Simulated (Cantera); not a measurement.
Input: 1 mol Al2O3, 7.4 mol N2, at 0.00133 bar.

Method: chemical equilibrium by Gibbs-energy minimisation in Cantera with the NASA 1993 tables (ideal gas, pure condensed phases). Candidate condensed phases: Al, AlN, Al2O3; 16 gas species. Equilibrium is a limit: real reactors are often held back by kinetics, nucleation or transport. All values below are at 1823 K.

Base state: N2 1.000 (mole fractions); condensed: Al2O3(s).

Q: What changes in the equilibrium state with this change: 0.03 mol Cl2 added?

A: 
```tsv
species	before	after
N2	1.000	0.992
Cl	0	0.00802
Al2O3(s), mol	1.000	1.000
```
Further candidate phases: AlCl3.
